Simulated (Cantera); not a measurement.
Cantera with NASA thermochemical tables; ideal gases at 1 bar, condensed phases pure. Values are per mole of reaction as written; species without (g) are pure solids or liquids, kept so even where they would boil at 1 bar.

Task: Between 548 and 1348 K, where is each reaction favourable under standard conditions?
- Ta + O2(g) → TaO2(g)
- 4 Al + O2(g) → 2 Al2O(g)
- 0.6667 Cr + O2(g) → 0.6667 CrO3(g)

Result: 
- Ta + O2(g) → TaO2(g): ΔG° is -219 kJ at 548 K and -239 kJ at 1348 K; it stays negative (K > 1). ΔH° is -209 kJ and ΔS° 22 J/K at 1348 K.
- 4 Al + O2(g) → 2 Al2O(g): ΔG° is -391 kJ at 548 K and -495 kJ at 1348 K; it stays negative (K > 1). ΔH° is -370 kJ and ΔS° 93 J/K at 1348 K.
- 0.6667 Cr + O2(g) → 0.6667 CrO3(g): ΔG° is -171 kJ at 548 K and -133 kJ at 1348 K; it stays negative (K > 1). ΔH° is -199 kJ and ΔS° -49 J/K at 1348 K.
